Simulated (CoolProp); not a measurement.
A simple Rankine cycle with p-xylene: condensing at 332.15 K, boiler at 2.32 MPa, turbine inlet 587.7 K, turbine efficiency 0.85, pump efficiency 0.8, no recuperator. Each further row changes one setting.

Values from CoolProp's reference Helmholtz-energy equation of state, Zhou 2012.

| case | thermal efficiency (%) | net work (kJ/kg) | heat in (kJ/kg) | turbine exit temperature (K) | volume ratio over the turbine |
|---|---|---|---|---|---|
| as stated | 23.5 | 179 | 762 | 461.1 | 462 |
| turbine inlet 607.7 K | 23.3 | 191 | 819 | 485.9 | 416 |
| condensing temperature 324.15 K | 24.4 | 190 | 776 | 455.0 | 658 |
| boiler pressure 1.62 MPa | 22.5 | 178 | 793 | 478.5 | 263 |
| turbine efficiency 0.75 | 20.7 | 158 | 762 | 472.9 | 474 |
